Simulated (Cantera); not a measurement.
## Hydrocarbon pyrolysis for carbon deposition

An isothermal, constant-pressure homogeneous reactor starts with 9.43 % C₂H₆, 90.6 % N₂, at 1425 K and 760 Torr.

Detailed kinetics in Cantera: GRI-Mech 3.0 (53 species, 325 reactions). GRI-Mech 3.0 stops at C3 and has no aromatics, soot or wall deposition, so with more carbon than oxygen in the feed, carbon stays in small species such as C2H2 where larger ones or solid carbon would form.

```
t (s)       x C₂H₆     x CH₄   x C₂H₄      x H     x CH₃     x C₂H    x C₂H₂
--------  --------  --------  -------  -------  --------  --------  --------
1.00e-5     0.0940   5.71e-5  8.36e-5  3.57e-6  0.000275    <1e-12   6.97e-9
2.61e-5     0.0926  0.000306  0.00101  1.31e-5  0.000495  7.44e-12   1.13e-6
6.81e-5     0.0864   0.00131  0.00576  1.97e-5  0.000648  1.83e-10   4.51e-5
0.000178    0.0706   0.00421   0.0180  2.21e-5  0.000602  7.56e-10  0.000514
0.000464    0.0399    0.0109   0.0398  2.66e-5  0.000456   2.50e-9   0.00340
0.00121    0.00856    0.0194   0.0538  2.69e-5  0.000201   6.05e-9    0.0141
0.00316   0.000758    0.0217   0.0443  1.17e-5   5.61e-5   4.26e-9    0.0288
0.00825    9.34e-5    0.0219   0.0334  4.67e-6   1.99e-5   2.09e-9    0.0393
0.0215     3.33e-5    0.0218   0.0231  3.17e-6   1.25e-5   1.62e-9    0.0488
0.0562     1.90e-5    0.0217   0.0120  2.82e-6   1.03e-5   1.61e-9    0.0591
0.147      1.10e-5    0.0217  0.00593  2.50e-6   8.76e-6   1.50e-9    0.0648
0.383      9.97e-6    0.0217  0.00516  2.45e-6   8.55e-6   1.48e-9    0.0655
1.00       9.98e-6    0.0218  0.00515  2.45e-6   8.57e-6   1.48e-9    0.0654
```
x: mole fraction; the columns are a selection and need not sum to one.

Equilibrium at this temperature and pressure: C₂H₆ 5.87e-6, CH₄ 0.0177, C₂H₄ 0.00277, H 2.48e-6, CH₃ 6.65e-6, C₂H 7.17e-10, C₂H₂ 0.0332 (gas phase only).
